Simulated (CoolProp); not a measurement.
Vapour-liquid equilibrium of isohexane (1) + n-heptane (2) at 177.95 °C; x and y are mole fractions of (1).

Computed with CoolProp (multi-fluid Helmholtz-energy mixture model, Lemmon 2006 and Span 2003; pair parameters Bell 2016).

Task: Give the bubble pressure and the first vapour's composition at x = 0.575, 0.8, 0.95. Is there an azeotrope?

Result: x = 0.575: 1.099 MPa, y = 0.702; x = 0.8: 1.292 MPa, y = 0.872; x = 0.95: 1.432 MPa, y = 0.970. No azeotrope shows between x = 0.05 and 0.95.

Pair parameters are fitted to limited data, so mixtures are less certain than the pure fluids.
